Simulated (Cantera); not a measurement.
A freely propagating, adiabatic, planar premixed flame of 37.8 % H2, 13.5 % O2, 48.7 % N2, unburnt at 525 K and 750 Torr; mixture-averaged transport, grid criteria slope 0.08 and curve 0.16, no radiation.

Computed with Cantera and the H2/O2 subset of GRI-Mech 3.0, which has no nitrogen chemistry. Burning velocities carry a grid error of a few per cent, more on coarse grids.

Problem. Predict: laminar burning velocity; thermal thickness; peak x(H2O2); peak x(OH); peak x(H).

Solution. 
```
Property                    Result
------------------------  --------
laminar burning velocity  726 cm/s
thermal thickness         0.430 mm
peak x(H2O2)               2.38e-5
peak x(OH)                  0.0133
peak x(H)                   0.0857
```
